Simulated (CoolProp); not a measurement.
Dodecamethylcyclohexasiloxane (D6) at several states: Z from the reference equation and from simpler models built on Tc = 645.8 K, pc = 961.4 kPa, ω = 0.736; each cubic takes its own stable root.

The numbers come from the reference Helmholtz-energy equation of state, Colonna 2008 in CoolProp. It is a short technical equation, of lower accuracy than the large ones.

```json
[
 {"T (K)": "396.2", "p (kPa)": "5000", "phase": "liquid", "reference": "0.7689", "van der Waals": "1.279", "Redlich-Kwong": "0.8969", "Soave-Redlich-Kwong": "0.8475"},
 {"T (K)": "434.5", "p (kPa)": "707", "phase": "liquid", "reference": "0.1065", "van der Waals": "0.1834", "Redlich-Kwong": "0.1268", "Soave-Redlich-Kwong": "0.1157"},
 {"T (K)": "585.8", "p (kPa)": "11.8", "phase": "gas", "reference": "0.9929", "van der Waals": "0.9954", "Redlich-Kwong": "0.9945", "Soave-Redlich-Kwong": "0.9938"},
 {"T (K)": "533.2", "p (kPa)": "545", "phase": "liquid", "reference": "0.07957", "van der Waals": "0.1357", "Redlich-Kwong": "0.09659", "Soave-Redlich-Kwong": "0.08564"}
]
```
